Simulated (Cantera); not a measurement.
Input: 1 mol SiH2Cl2, 94 mol H2, 0.086 mol HCl, at 200 Pa.

Equilibrium computed with Cantera from the NASA thermochemical tables; the gas is ideal and each condensed phase is pure. Candidate condensed phases: Si; 19 gas species. Gases not in the tables: Si2H6 and higher silanes. Kinetics and transport are ignored.

### Question
What share of the Si ends up in condensed phases as a function of T (°C), at 752, 827, 902, 977, 1052, 1127, 1202, 1277, 1352, 1427, 1502, 1577, 1652?

### Answer
| T (°C) | Si condensed (%) | as |
|---|---|---|
| 752 | 87.1 | Si(s) |
| 827 | 90.7 | Si(s) |
| 902 | 90.8 | Si(s) |
| 977 | 90.3 | Si(s) |
| 1052 | 89.6 | Si(s) |
| 1127 | 89.0 | Si(s) |
| 1202 | 88.4 | Si(s) |
| 1277 | 87.7 | Si(s) |
| 1352 | 86.4 | Si(s) |
| 1427 | 83.2 | Si(l) |
| 1502 | 76.0 | Si(l) |
| 1577 | 54.1 | Si(l) |
| 1652 | 0.0 | - |
